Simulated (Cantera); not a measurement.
What does this Cantera script print?

```python
import numpy as np
import cantera as ct

gas_names = """
    H HNO HNO2 HNO3 HO2 H2 H2O H2O2 N NH NH2 NH3 NH2OH NO NO2 NO3 N2 N2H2 N2H4 N2O O OH O2 O3 Si SiH
    SiH2 SiH3 SiH4 SiN SiO SiO2 Si2 Si2N Si3
""".split()
cond_names = """
    H2O(s) H2O(L) Si(cr) Si(L) SiO2(Lqz) SiO2(hqz) SiO2(L) Si2N2O(s) Si3N4(a)
""".split()


# ... load() reads the species with a 1 bar reference pressure and builds the phases ...
atoms = {
    'Si2H6': {'Si': 2, 'H': 6},
    'NO': {'N': 1, 'O': 1},
    'H2': {'H': 2},
}
top_T = {'Si2N2O(s)': 2100, 'Si3N4(a)': 2400}  # K; cautious upper limits of use, not melting points


# ... equilibrate(T, P, feed) seeds the gas with the atoms and calls Mixture.equilibrate('TP', solver="vcs", rtol=1e-11, max_steps=5000) ...
results = []
feed = {'Si2H6': 1, 'NO': 1.2, 'H2': 0.17}  # mol
T = 923  # K
P = 2200  # Pa
mix = equilibrate(T, P, feed)
results.append((T, P, feed, dict(zip(mix.species_names, mix.species_moles))))
print(gas.report(threshold=1e-06))
for i in range(1, mix.n_phases):
    print(f"{mix.phase(i).name:16s} {mix.phase_moles(i):12.5e} mol")
```

Output:

```
       temperature   923 K
          pressure   2200 Pa
           density   0.00057793 kg/m^3
  mean mol. weight   2.016 kg/kmol
   phase of matter   gas

                          1 kg             1 kmol
                     ---------------   ---------------
          enthalpy        9.1107e+06        1.8367e+07  J
   internal energy        5.3041e+06        1.0693e+07  J
           entropy             97002        1.9556e+05  J/K
    Gibbs function       -8.0422e+07       -1.6213e+08  J
 heat capacity c_p             14901             30041  J/K
 heat capacity c_v             10777             21727  J/K

                      mass frac. Y      mole frac. X     chem. pot. / RT
                     ---------------   ---------------   ---------------
                H2                 1                 1           -21.127
     [  +34 minor]        1.3235e-07        9.6908e-09

Si(cr)            5.00000e-01 mol
SiO2(hqz)         3.00000e-01 mol
Si2N2O(s)         6.00000e-01 mol
Si3N4(a)          0.00000e+00 mol
```

Method: chemical equilibrium by Gibbs-energy minimisation in Cantera with the NASA 1993 tables (ideal gas, pure condensed phases). The feed counts by its element totals alone.
